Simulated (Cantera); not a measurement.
Cantera with NASA thermochemical tables; ideal gases at 1 bar, condensed phases pure. Values are per mole of reaction as written; species without (g) are pure solids or liquids, kept so even where they would boil at 1 bar.

Between 1325 and 2125 K, where is each reaction favourable under standard conditions?
- Nb + O2(g) = NbO2(g)
- 0.8 Ta + O2(g) = 0.4 Ta2O5
- 1.333 Ti + O2(g) = 0.6667 Ti2O3


- Nb + O2(g) = NbO2(g): ΔG° is -234 kJ at 1325 K and -249 kJ at 2125 K; it stays negative (K > 1). ΔH° is -217 kJ and ΔS° 15 J/K at 2125 K.
- 0.8 Ta + O2(g) = 0.4 Ta2O5: ΔG° is -588 kJ at 1325 K and -463 kJ at 2125 K; it stays negative (K > 1). ΔH° is -742 kJ and ΔS° -131 J/K at 2125 K.
- 1.333 Ti + O2(g) = 0.6667 Ti2O3: ΔG° is -772 kJ at 1325 K and -637 kJ at 2125 K; it stays negative (K > 1). ΔH° is -938 kJ and ΔS° -142 J/K at 2125 K.
